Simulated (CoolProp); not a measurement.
A single-stage vapour-compression cycle with the fluid: evaporating at 286.15 K (dew point), condensing at 348.15 K (bubble point), superheat 0 K, subcooling 0 K, compressor efficiency 0.85, no pressure losses. The same conditions are run with several fluids, on thermodynamics alone (safety and materials aside).

Model: reference Helmholtz-energy equation of state of each fluid (cyclopropane: Polt 1992; R227EA: Lemmon 2016; n-butane: Bücker 2006; sulfur dioxide: Gao 2016; chlorine: Thol 2021; propyne: Polt 1992), in CoolProp. The equations of Platzer and Polt are older, rougher fits.

Question: Rank cyclopropane, R227EA, n-butane, sulfur dioxide, chlorine, propyne by cooling COP, highest first.

Answer: sulfur dioxide (3.08), chlorine (2.99), propyne (2.93), cyclopropane (2.83), n-butane (2.73), R227EA (1.77)

| fluid | pressure ratio | discharge temperature (K) | refrigerating effect (kJ/kg) | volumetric capacity (kJ/m³) |
|---|---|---|---|---|
| cyclopropane | 4.44 | 371.1 | 269 | 2740 |
| R227EA | 5.38 | 348.2 | 39.7 | 983 |
| n-butane | 5.50 | 348.1 | 214 | 913 |
| sulfur dioxide | 6.22 | 434.6 | 279 | 2040 |
| chlorine | 4.45 | 431.3 | 193 | 3460 |
| propyne | 4.97 | 373.0 | 321 | 2400 |

The compression ends wet for: R227EA; n-butane.
